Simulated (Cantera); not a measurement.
What does this Cantera script print?

```python
import numpy as np
import cantera as ct

gas = ct.Solution("gri30.yaml")


def delay(T, t_max=10):
    gas.TPX = T, 500000, {'CH4': 1, 'H2': 0.85, 'O2': 5.51, 'N2': 15.4}
    reactor = ct.IdealGasConstPressureReactor(gas, clone=False)
    net = ct.ReactorNet([reactor])
    net.rtol, net.atol = 1e-8, 1e-16
    while net.time < t_max:
        t_old, T_old = net.time, reactor.T
        net.step()
        if reactor.T > T + 400:  # ignition: a rise of 400 K
            return t_old + (T + 400 - T_old) / (reactor.T - T_old) * (net.time - t_old)
    return np.nan


taus = []
for T in [1025, 1125, 1225, 1325, 1425, 1525, 1625, 1725, 1825, 1925]:
    taus.append(delay(T))
    print(f"T0 = {T:6g} K   tau = {taus[-1]:.4e} s")
```

It prints:

```
T0 =   1025 K   tau = 9.1800e-03 s
T0 =   1125 K   tau = 7.4450e-04 s
T0 =   1225 K   tau = 1.8828e-04 s
T0 =   1325 K   tau = 7.7525e-05 s
T0 =   1425 K   tau = 3.8556e-05 s
T0 =   1525 K   tau = 2.1502e-05 s
T0 =   1625 K   tau = 1.3057e-05 s
T0 =   1725 K   tau = 8.4614e-06 s
T0 =   1825 K   tau = 5.7578e-06 s
T0 =   1925 K   tau = 4.0672e-06 s
```

Model: GRI-Mech 3.0 (53 species, 325 reactions), integrated in Cantera.
